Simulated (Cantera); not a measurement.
Charge: 1 mol SiC, 0.026 mol N2O, 1 mol H2, 0.096 mol CO2, held at 13.3 mbar.

Method: chemical equilibrium by Gibbs-energy minimisation in Cantera with the NASA 1993 tables (ideal gas, pure condensed phases). Candidate condensed phases: C, C6H6, C7H8, C8H18, H2O, Si, SiC, SiO2, Si2N2O, Si3N4; 151 gas species. The numbers say what is thermodynamically allowed, not how fast it happens. All values below are at 1700 K.

Base state: H2 0.803, CO 0.126, SiO 0.0490, N2 0.0209, H 0.00114, HCN 4.86e-5 (mole fractions); condensed: SiC(s).

Problem. What changes in the equilibrium state with this change: CO2 from 0.096 to 3.5 mol?

Solution. 
```csv
species,before,after
CO,0.126,0.756
H2,0.803,0.143
CO2,2.92e-7,0.0578
H2O,6.35e-6,0.0374
SiO,0.0490,7.93e-5
N2,0.0209,0.00470
HCN,4.86e-5,1.77e-9
H,0.00114,0.000483
"SiC(s), mol",0.939,0
"SiO2(condensed), mol",0,1.000
```
The tables hold silica as quartz up to 1696 K and as liquid above; real silica turns to tridymite and cristobalite and melts near 1996 K.

Problem. What changes in the equilibrium state with this change: CO2 from 0.096 to 0.4 mol?

Solution. 
```json
[
 {"species": "H2", "before": "0.803", "after": "0.539"},
 {"species": "CO", "before": "0.126", "after": "0.331"},
 {"species": "SiO", "before": "0.0490", "after": "0.115"},
 {"species": "N2", "before": "0.0209", "after": "0.0140"},
 {"species": "H2O", "before": "6.35e-6", "after": "1.06e-5"},
 {"species": "HCN", "before": "4.86e-5", "after": "3.46e-5"},
 {"species": "H", "before": "0.00114", "after": "0.000937"},
 {"species": "SiC(s), mol", "before": "0.939", "after": "0.787"}
]
```
